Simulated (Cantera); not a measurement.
**Low-pressure radical oxidation in H2/O2**

An isothermal, constant-pressure homogeneous reactor starts with H₂ : O₂ = 0.019 : 1 (molar parts), at 1025 K and 0.0132 atm.

Detailed kinetics in Cantera: the H2/O2 subset of GRI-Mech 3.0, which has no nitrogen chemistry. Radical loss at walls, strong at low pressure, is not modelled.

```tsv
t (s)	x H₂	x O₂	x HO₂	x H	x OH
6.00e-6	0.0186	0.981	2.08e-12	2.02e-12	<1e-12
1.68e-5	0.0186	0.981	5.83e-12	5.41e-12	<1e-12
4.72e-5	0.0186	0.981	1.64e-11	1.35e-11	2.90e-12
0.000132	0.0186	0.981	4.60e-11	2.96e-11	1.73e-11
0.000372	0.0186	0.981	1.30e-10	6.58e-11	8.32e-11
0.00104	0.0186	0.981	3.71e-10	2.63e-10	4.80e-10
0.00292	0.0186	0.981	1.40e-9	7.18e-9	1.43e-8
0.00821	0.0183	0.981	2.04e-6	6.22e-5	0.000117
0.0230	0.000187	0.971	3.17e-6	0.00143	0.000731
0.0646	6.17e-5	0.977	2.19e-6	0.000373	0.000428
0.181	1.49e-5	0.980	1.16e-6	4.55e-5	0.000210
0.508	2.39e-6	0.981	4.30e-7	3.16e-6	8.62e-5
1.43	3.48e-7	0.981	1.19e-7	1.94e-7	3.41e-5
4.00	5.73e-8	0.981	2.88e-8	1.42e-8	1.43e-5
```
x: mole fraction; the columns are a selection and need not sum to one.

Equilibrium at this temperature and pressure: H₂ 3.00e-11, O₂ 0.981, HO₂ 6.44e-10, H <1e-12, OH 3.49e-7 (gas phase only).
